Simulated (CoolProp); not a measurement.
Vapour-liquid equilibrium of acetone (1) + n-hexane (2) at 231 kPa; x and y are mole fractions of (1).

Values from CoolProp's multi-fluid Helmholtz-energy mixture model, Lemmon 2006 and Thol 2019; pair parameters Bell 2016.

```tsv
x	bubble temperature (°C)	y at the bubble point	dew temperature at overall composition x (°C)	liquid density (mol/L)
0.05	91.1	0.184	95.8	6.985
0.2	81.5	0.437	90.5	7.566
0.35	78.1	0.536	84.8	8.173
0.5	76.8	0.594	79.2	8.874
0.65	76.4	0.649	76.4	9.713
0.8	77.0	0.730	78.1	10.72
0.95	80.1	0.898	81.3	11.91
```

y crosses x between x = 0.5 and 0.65: the model has an azeotrope there.

The pair parameters rest on a limited set of measurements; away from them the model extrapolates.
